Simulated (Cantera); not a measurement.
Source: NASA polynomial tables (part measured, part estimated), evaluated in Cantera. Values are per mole of reaction as written; species without (g) are pure solids or liquids, kept so even where they would boil at 1 bar.

2 Cu + CO2(g) = CO(g) + Cu2O

```tsv
T (K)	ΔH° (kJ)	ΔS° (J/K)	ΔG° (kJ)	log10 K	condensed phases
1225	…	…	…	…	Cu(s), Cu2O(s)
1375	89.7	-3.6	94.6	-3.59	Cu(l), Cu2O(s)
1525	…	…	…	…	Cu(l), Cu2O(l)
1675	157.0	40.8	88.7	-2.77	Cu(l), Cu2O(l)
1825	158.6	41.7	82.5	-2.36	Cu(l), Cu2O(l)
1975	160.1	42.5	76.2	-2.02	Cu(l), Cu2O(l)
2125	…	…	…	…	Cu(l), Cu2O(l)
2275	163.1	43.9	63.3	-1.45	Cu(l), Cu2O(l)
```

Problem. What belongs in the gaps?

Solution. 
- 1225, ΔH° (kJ): 115.5
- 1225, ΔS° (J/K): 15.4
- 1225, ΔG° (kJ): 96.6
- 1225, log10 K: -4.12
- 1525, ΔH° (kJ): 155.3
- 1525, ΔS° (J/K): 39.7
- 1525, ΔG° (kJ): 94.8
- 1525, log10 K: -3.25
- 2125, ΔH° (kJ): 161.6
- 2125, ΔS° (J/K): 43.2
- 2125, ΔG° (kJ): 69.8
- 2125, log10 K: -1.72
